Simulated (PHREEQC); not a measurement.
Consider water at 25 °C with 0.083 mol/kgw HF, 0.3 mol/kgw NH4HF2, 3e-05 mol/kgw H4SiO4 and 0.0071 mol/kgw H2SO4. Closed to the air; pH follows from the charge balance.

Computed with PHREEQC (ion-association model, phreeqc.dat).

```csv
quantity,before,after
pH,2.74,3.22
ionic strength (mol/kgw),0.303,0.302
HF (mol/kgw),0.254,0.250
F- (mol/kgw),0.147,0.141
HF2- (mol/kgw),0.141,0.146
SO4-2 (mol/kgw),0.00374,0.00396
```

What was changed between the two runs?
(A) 0.04 mol/kgw Na2SO4 added
(B) temperature from 25 to 50 °C
(C) temperature from 25 to 85 °C
(D) H4SiO4 left out
(E) NH4HF2 left out

C, temperature from 25 to 85 °C

This is a speciation only: nothing precipitates in the calculation. At this temperature some constants are extrapolated from 25 °C, and those without enthalpy data are left unchanged. SiF6-2 is the database's only silicon fluoride.
